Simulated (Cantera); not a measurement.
Feed: 1 mol SiHCl₃, 0.29 mol N₂, 4.2 mol NH₃, held at 27000 Pa.

Method: chemical equilibrium by Gibbs-energy minimisation in Cantera with the NASA 1993 tables (ideal gas, pure condensed phases). Candidate condensed phases: NH₄Cl, Si, Si₃N₄; 28 gas species. The tables' values for SiCl₃ are old estimates; treat these amounts as uncertain. Kinetics and transport are ignored. All values below are at 1225 °C.

Base state: H₂ 0.542, HCl 0.270, N₂ 0.178, SiCl₂ 0.00417, SiCl₄ 0.00308, SiCl₃ 0.00200, SiHCl₃ 0.000635, H 2.43e-5 (mole fractions); condensed: Si₃N₄(s).

Q: What changes in the equilibrium state with this change: SiHCl₃ replaced by SiH₂Cl₂?

A: 
```csv
species,before,after
H₂,0.542,0.632
HCl,0.270,0.191
N₂,0.178,0.174
SiCl₂,0.00417,0.00182
SiCl₄,0.00308,0.000576
SiCl₃,0.00200,0.000572
SiHCl₃,0.000635,0.000196
"Si₃N₄(s), mol",0.300,0.323
```
